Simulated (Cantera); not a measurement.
A Cantera script and what it prints.

```python
import numpy as np
import cantera as ct

gas_names = """
    H HO2 H2 H2O H2O2 O OH O2 O3 V VO VO2
""".split()
cond_names = """
    H2O(s) H2O(L) V(cr) V(L) VO(s) VO(L) V2O3(s) V2O3(L) V2O4(I) V2O4(II) V2O4(L) V2O5(s) V2O5(L)
""".split()


# ... load() reads the species with a 1 bar reference pressure and builds the phases ...
atoms = {
    'V': {'V': 1},
    'H2O': {'H': 2, 'O': 1},
}
top_T = {}  # K; cautious upper limits of use, not melting points


# ... equilibrate(T, P, feed) seeds the gas with the atoms and calls Mixture.equilibrate('TP', solver="vcs", rtol=1e-11, max_steps=5000) ...
results = []
feed = {'V': 1, 'H2O': 15}  # mol
T = 2298  # K
P = 13000  # Pa
mix = equilibrate(T, P, feed)
results.append((T, P, feed, dict(zip(mix.species_names, mix.species_moles))))
print(gas.report(threshold=1e-06))
for i in range(1, mix.n_phases):
    print(f"{mix.phase(i).name:16s} {mix.phase_moles(i):12.5e} mol")
```

It prints:

```
       temperature   2298 K
          pressure   13000 Pa
           density   0.013128 kg/m^3
  mean mol. weight   19.295 kg/kmol
   phase of matter   gas

                          1 kg             1 kmol
                     ---------------   ---------------
          enthalpy       -6.1088e+06       -1.1787e+08  J
   internal energy        -7.099e+06       -1.3698e+08  J
           entropy             14988         2.892e+05  J/K
    Gibbs function       -4.0552e+07       -7.8246e+08  J
 heat capacity c_p            2645.6             51047  J/K
 heat capacity c_v            2214.7             42733  J/K

                      mass frac. Y      mole frac. X     chem. pot. / RT
                     ---------------   ---------------   ---------------
                 H        0.00048714         0.0093248           -12.033
                H2          0.012875           0.12322           -24.066
               H2O           0.75009           0.80338           -43.014
                 O        0.00041871        0.00050497           -18.948
                OH         0.0086133          0.009772           -30.981
                O2         0.0022811         0.0013755           -37.897
                VO        0.00027482        7.9215e-05            -37.42
               VO2           0.22496          0.052335           -56.368
     [   +4 minor]        6.6991e-07        3.8178e-07

V(L)              0.00000e+00 mol
VO(L)             0.00000e+00 mol
V2O3(s)           8.00857e-02 mol
V2O4(L)           0.00000e+00 mol
V2O5(L)           0.00000e+00 mol
```

Cantera equilibrium calculation (NASA polynomials, part measured and part estimated; ideal gas, pure solids and liquids). Condensed phases not in the tables: the oxides between V2O3 and V2O5 other than VO2.
